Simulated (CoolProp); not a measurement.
Methanol along the isotherm 620 K: Z from the reference equation and from simpler models built on Tc = 513.4 K, pc = 8.216 MPa, ω = 0.565; each cubic takes its own stable root.

Model: reference Helmholtz-energy equation of state, de Reuck 1993, in CoolProp.

```
p (MPa)  phase  reference
-------  -----  ---------
0.274      gas     0.9945
0.548      gas     0.9889
0.822      gas     0.9833
1.1        gas     0.9776
1.37       gas     0.9719
1.64       gas     0.9662
1.92       gas     0.9602
2.19       gas     0.9544
2.46       gas     0.9486
2.74       gas     0.9425
3.01       gas     0.9366
3.29       gas     0.9305
3.56       gas     0.9246
3.83       gas     0.9186
4.11       gas     0.9125
```

**Question.** How far does each simpler model (Pitzer virial, van der Waals, Redlich-Kwong, Soave-Redlich-Kwong, Peng-Robinson) lie from the reference over these 15 states: mean and median of the absolute difference, and the worst?

**Answer.** 
- Pitzer virial: mean 0.3 %, median 0.3 %, worst +0.8 % at 620 K and 4.11 MPa
- van der Waals: mean 0.6 %, median 0.6 %, worst -1.3 % at 620 K and 4.11 MPa
- Redlich-Kwong: mean 0.8 %, median 0.8 %, worst -1.5 % at 620 K and 4.11 MPa
- Soave-Redlich-Kwong: mean 0.6 %, median 0.6 %, worst +1.3 % at 620 K and 4.11 MPa
- Peng-Robinson: mean 0.2 %, median 0.2 %, worst -0.3 % at 620 K and 2.74 MPa
